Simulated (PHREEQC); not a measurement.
**Metal-bearing waste water: an equilibrium model**

A solution holds 0.54 mol/kgw FeSO4, 0.003 mol/kgw CaCl2, 0.0048 mol/kgw H2SO4 and 0.00034 mol/kgw NaCl, at 20 °C. Closed to the air; pH follows from the charge balance.

Model: ion-association model, phreeqc.dat, run in PHREEQC.

Precipitation was switched off in this run.

Task: What pH does the model give?

Result: pH 2.95.

Task: In which forms is Na present?

Result: Na+ 82 %, NaSO4- 18 % of the Na.

Ionic strength above about 0.7 mol/kgw puts this run outside the model's range. Complexes and solids missing from the database can't appear.
